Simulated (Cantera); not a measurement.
Cantera run:

```python
import numpy as np
import cantera as ct

gas_names = [...]  # 109 gases of nasa_gas.yaml made of C, Cl, H, Si
cond_names = """
    C(gr) C6H6(L) C7H8(L) C8H18(L),n-octa Si(cr) Si(L) SiC(b)
""".split()


# ... load() reads the species with a 1 bar reference pressure and builds the phases ...
atoms = {
    '(CH3)2SiCl2': {'C': 2, 'H': 6, 'Si': 1, 'CL': 2},
    'H2': {'H': 2},
}
top_T = {'C(gr)': 4500, 'SiC(b)': 3050}  # K; cautious upper limits of use, not melting points


# ... equilibrate(T, P, feed) seeds the gas with the atoms and calls Mixture.equilibrate('TP', solver="vcs", rtol=1e-11, max_steps=5000) ...
results = []
feed = {'(CH3)2SiCl2': 1, 'H2': 160}  # mol
P = 10000  # Pa
for T in [1625, 1675, 1725, 1775, 1825, 1875, 1925, 1975, 2025, 2075]:
    mix = equilibrate(T, P, feed)
    results.append((T, P, feed, dict(zip(mix.species_names, mix.species_moles))))

top = {s: max(r[3][s] / sum(r[3][g] for g in gas_names) for r in results) for s in gas_names}
cols = sorted((s for s in top if top[s] > 1e-06), key=lambda s: -top[s])[:5]
seen = [c for c in cond_names if any(r[3].get(c, 0) > 1e-12 for r in results)]
print("log10 of partial pressures in bar; condensed amounts in mol")
print(f"{'T/K':>10s}" + "".join(f"{s[:9]:>10s}" for s in cols + seen))
for T, P, feed, n in results:
    ng = sum(n[g] for g in gas_names)
    print(f"{T:10.4g}" + "".join(f"{np.log10(max(n[s] / ng * P / 1e5, 1e-99)):10.3f}" for s in cols)
          + "".join(f"{n.get(c, 0):10.4g}" for c in seen))
```

It prints:

```
log10 of partial pressures in bar; condensed amounts in mol
       T/K        H2       HCL         H C2H2,acet       CH4     C(gr)    SiC(b)
      1625    -1.006    -2.914    -4.654    -5.455    -4.844    0.9658     0.999
      1675    -1.006    -2.914    -4.438    -5.242    -4.930    0.9629    0.9988
      1725    -1.006    -2.915    -4.234    -5.041    -5.012    0.9554    0.9985
      1775    -1.006    -2.915    -4.041    -4.852    -5.089    0.9421    0.9981
      1825    -1.006    -2.915    -3.859    -4.674    -5.162    0.9212    0.9975
      1875    -1.006    -2.916    -3.687    -4.506    -5.230    0.8906    0.9967
      1925    -1.007    -2.917    -3.523    -4.346    -5.296    0.8476    0.9951
      1975    -1.008    -2.918    -3.368    -4.195    -5.358    0.7894    0.9924
      2025    -1.008    -2.919    -3.220    -4.052    -5.417    0.7124    0.9873
      2075    -1.010    -2.920    -3.079    -3.916    -5.474    0.6136    0.9776
```

Equilibrium computed with Cantera from the NASA thermochemical tables; the gas is ideal and each condensed phase is pure. The feed counts by its element totals alone. Gases not in the tables: Si2H6 and higher silanes.
